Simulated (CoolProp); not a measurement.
Propylene at 506.72 K and 2.03 MPa flows at 0.44 m/s in a round tube of 10 mm bore and 0.25 µm roughness, fully developed (64/Re and Nu = 3.66 if laminar; Colebrook and Gnielinski if turbulent). Each further row changes one setting.

The numbers come from the reference Helmholtz-energy equation of state, Lemmon 2013 in CoolProp.

| case | Reynolds number | Darcy friction factor | pressure drop (Pa/m) | heat-transfer coefficient (W/(m² K)) | mass flow (kg/h) |
|---|---|---|---|---|---|
| as stated | 6280 | ___ | ___ | ___ | ___ |
| velocity 0.88 m/s | 12600 | 0.0291 | 24.1 | 172 | ___ |
| diameter 20 mm | 12600 | 0.0291 | 3.01 | ___ | 10.6 |

Question: Fill in the missing entries.

Answer: 
- as stated, Darcy friction factor: 0.0351
- as stated, pressure drop (Pa/m): 7.25
- as stated, heat-transfer coefficient (W/(m² K)): 95.8
- as stated, mass flow (kg/h): 2.66
- velocity 0.88 m/s, mass flow (kg/h): 5.32
- diameter 20 mm, heat-transfer coefficient (W/(m² K)): 85.7

Viscosity comes from a separate model (Huber 2003), an estimate that may be off by 10 % or more. Thermal conductivity comes from a separate model (Huber 2003), an estimate that may be off by 10 % or more.
